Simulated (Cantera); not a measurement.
A closed system holds: 1 mol B, 8.3 mol O₂, 5.5 mol H₂, equilibrated at 1427 °C and 0.100 bar.

Cantera equilibrium calculation (NASA polynomials, part measured and part estimated; ideal gas, pure solids and liquids). Candidate condensed phases: B, B₂O₃, B₃O₃H₃, H₂O; 23 gas species. Rates play no part.

Base state: H₂O 0.463, O₂ 0.444, HBO₂ 0.0900, OH 0.00168, B₂O₃ 0.00105, BO₂ 0.000398, O 9.42e-5, H₂ 4.42e-5 (mole fractions); condensed: gas only.

What changes in the equilibrium state with this change: H₂ from 5.5 to 0.15 mol?


| species | before | after |
|---|---|---|
| O₂ | 0.444 | 0.958 |
| HBO₂ | 0.0900 | 0.0270 |
| B₂O₃ | 0.00105 | 0.00782 |
| H₂O | 0.463 | 0.00560 |
| H₂ | 4.42e-5 | 3.64e-7 |
| (HBO₂)₃ | 1.44e-5 | 3.90e-7 |
| OH | 0.00168 | 0.000224 |
| B₂O₃(l), mol | 0 | 0.328 |

What changes in the equilibrium state with this change: B replaced by BCl₃?


```json
[
 {"species": "O₂", "before": "0.444", "after": "0.419"},
 {"species": "H₂O", "before": "0.463", "after": "0.276"},
 {"species": "HCl", "before": "0", "after": "0.213"},
 {"species": "Cl", "before": "0", "after": "0.0148"},
 {"species": "HBO₂", "before": "0.0900", "after": "0.0734"},
 {"species": "Cl₂", "before": "0", "after": "0.000595"},
 {"species": "BOCl", "before": "0", "after": "0.000104"},
 {"species": "ClO", "before": "0", "after": "5.94e-5"}
]
```
The tables' values for BOCl are old estimates; treat these amounts as uncertain.
